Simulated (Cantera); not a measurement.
A freely propagating, adiabatic, planar premixed flame of CH4 : O2 : N2 = 1 : 1.82 : 6.84 (molar parts), unburnt at 373 K and 240000 Pa; mixture-averaged transport, grid criteria slope 0.08 and curve 0.16, no radiation.

Cantera simulation using GRI-Mech 3.0 (53 species, 325 reactions); the numbers are that mechanism's predictions, not measurements. Burning velocities carry a grid error of a few per cent, more on coarse grids.

Q: Predict: laminar burning velocity; thermal thickness; peak x(HCO); peak x(C2H6); peak x(CO); peak x(O).

A: 
```
Quantity                     Result
------------------------  ---------
laminar burning velocity  39.8 cm/s
thermal thickness          0.215 mm
peak x(HCO)                 3.10e-5
peak x(C2H6)                0.00103
peak x(CO)                   0.0505
peak x(O)                   0.00158
```
